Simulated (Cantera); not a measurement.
Input: 1 mol C₃H₆, 0.69 mol NH₃, 3.6 mol H₂, held at 750 K and 1 atm.

Cantera equilibrium calculation (NASA polynomials, part measured and part estimated; ideal gas, pure solids and liquids). The numbers say what is thermodynamically allowed, not how fast it happens.

```csv
species,before,after
H₂,0.404,0.924
N₂,0.0660,0.0365
H,<1e-9,0.0190
CH₄,0.529,0.000141
HCN,4.00e-9,0.0114
C₂H₂ (acetylene),<1e-9,0.00799
HNC,<1e-9,0.00125
CH₃,<1e-9,5.29e-5
C₄H₂,<1e-9,2.85e-5
CN,<1e-9,1.26e-5
C₂H,<1e-9,1.05e-5
"C(graphite), mol",0.239,2.77
```
Gas species are given as mole fractions.

Which change was made?
(A) temperature from 750 K to 2923.15 K
(B) pressure from 1 atm to 1.40 bar
(C) temperature from 750 K to 2448 K
(D) temperature from 750 K to 525 K

C, temperature from 750 K to 2448 K
